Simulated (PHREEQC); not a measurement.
A PHREEQC input (ion-association model, wateq4f.dat):

```
SOLUTION 1
  temp 20
  units ug/L
  pH 6.41
  pe -0.6
  Na 1.15
  K 4.51
  Ca 1.2
  Mg 0.0507
  Cl 2.29
  S(6) 0.361 as SO4
  Alkalinity 9.43 as HCO3
  Si 0.0107 as SiO2
END
USE solution 1
EQUILIBRIUM_PHASES 1
  Quartz 0 0.5
  CO2(g) -3.4 10
END
```

The run finishes without an error or a warning.

Its last state differs from that of the intended input:

```
quantity                    as run  intended
------------------------  --------  --------
pH                            5.61      7.37
ionic strength (mol/kgw)   2.74e-6  0.000264
HCO3- (mol/kgw)            2.62e-6  0.000154
H3SiO4- (mol/kgw)          4.40e-9   2.58e-7
CO3-2 (mol/kgw)           4.50e-11   1.60e-7
SI of Quartz (SiO2)          -0.00     +0.00
```

Question: One thing in the input isn't as intended. What explains the difference?

Answer: One answer among several that fit: The fault: the units line changed with the numbers kept. The line should read `units mg/L` where the input has `units ug/L`.
